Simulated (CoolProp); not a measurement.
A Linde-Hampson liquefier for normal hydrogen: isothermal reversible compression at 300 K from 1 atm to 20 MPa, throttling to 1 atm, return gas leaving the recuperator 10 K below the feed. Each further row changes one setting.

The numbers come from the reference Helmholtz-energy equation of state, Leachman 2009 in CoolProp.

```json
[
 {"case": "as stated", "compression work (kJ/kg of gas)": "6690"},
 {"case": "high pressure 40 MPa", "compression work (kJ/kg of gas)": "7700"},
 {"case": "warm-end temperature 330 K", "compression work (kJ/kg of gas)": "7340"},
 {"case": "warm-end gap 15 K", "compression work (kJ/kg of gas)": "6690"}
]
```
